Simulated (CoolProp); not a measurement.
Properties of octamethyltrisiloxane (MDM) along the isobar 0.101 MPa (Tc = 565.4 K, pc = 1.438 MPa, ω = 0.528).

Model: reference Helmholtz-energy equation of state, Thol 2017, in CoolProp.

| T (K) | phase | density (kg/m³) | cp (kJ/(kg K)) | Joule-Thomson coefficient (K/MPa) | isothermal compressibility (1/MPa) |
|---|---|---|---|---|---|
| 403.9 | liquid | 701.8 | 2.052 | -0.2202 | 0.005161 |
| 419.5 | liquid | 682.9 | 2.095 | -0.1649 | 0.006326 |
| 435 | gas | 7.085 | 1.799 | 23.32 | 10.68 |
| 450.6 | gas | 6.774 | 1.835 | 20.29 | 10.56 |
| 466.1 | gas | 6.498 | 1.870 | 17.81 | 10.47 |
| 481.7 | gas | 6.246 | 1.905 | 15.73 | 10.39 |
| 497.2 | gas | 6.017 | 1.940 | 14.00 | 10.33 |
| 512.8 | gas | 5.807 | 1.973 | 12.53 | 10.27 |
| 528.3 | gas | 5.614 | 2.006 | 11.28 | 10.23 |
| 543.9 | gas | 5.434 | 2.038 | 10.20 | 10.19 |
| 559.4 | gas | 5.267 | 2.069 | 9.278 | 10.16 |
| 575 | gas | 5.111 | 2.100 | 8.468 | 10.13 |
